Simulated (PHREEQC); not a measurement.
PHREEQC input (ion-association model, phreeqc.dat):

```
SOLUTION 0
  temp 40
  units mmol/kgw
  pH 7 charge
  Cl 42.01
  Mn(2) 21
SOLUTION 1-40
  temp 40
  units mmol/kgw
  pH 7 charge
  Cl 24.01
  Ca 12
END
EXCHANGE 1-40
  X 0.063
  -equilibrate 1
END
SELECTED_OUTPUT 1
  -reset false
  -pH true
  -pe true
  -ionic_strength true
  -water true
  -step true
  -totals Ca Cl Mn Mn(2) Mn(3)
  -molalities CaX2 MnX2
  -saturation_indices Pyrochroite
PRINT
  -reset false
TRANSPORT
  -cells 40
  -shifts 198
  -lengths 0.0125
  -time_step 300
  -dispersivities 0.018
  -boundary_conditions flux flux
  -correct_disp true
  -punch_cells 40
  -punch_frequency 6
END
```

Selected output (columns that matter, 11 of 34 rows; pore volumes added in front):

```
pore volumes	pH	mu	Ca	Cl	Mn	m_CaX2	m_MnX2	si_Pyrochroite
0	5.0634	0.03601	0.012	0.02401	0	0.0315	0	-1000
0.4625	5.0634	0.036067	0.012019	0.024048	2.3421e-10	0.0315	2.6691e-10	-15.014
1.0625	5.0713	0.053225	0.017065	0.035546	0.00070262	0.030955	0.00054539	-8.5713
1.5125	5.0733	0.061103	0.015639	0.041199	0.0049551	0.027762	0.0037384	-7.738
1.9625	5.0726	0.061599	0.011576	0.041949	0.0093933	0.023426	0.0080743	-7.463
2.4125	5.0717	0.061236	0.0083746	0.042006	0.012624	0.019203	0.012297	-7.3355
3.0125	5.071	0.060842	0.0054766	0.04201	0.015523	0.014289	0.017211	-7.2463
3.4625	5.0706	0.060637	0.0039898	0.04201	0.01701	0.011203	0.020297	-7.207
3.9125	5.0703	0.060487	0.0028943	0.04201	0.018106	0.0086094	0.022891	-7.1801
4.5125	5.07	0.060346	0.0018592	0.04201	0.019141	0.0058595	0.025641	-7.1562
4.9625	5.0699	0.060272	0.0013137	0.04201	0.019686	0.0042742	0.027226	-7.1441
```

Away from 25 °C the constants follow the database's enthalpies or fits; those with neither stay at their 25 °C values.
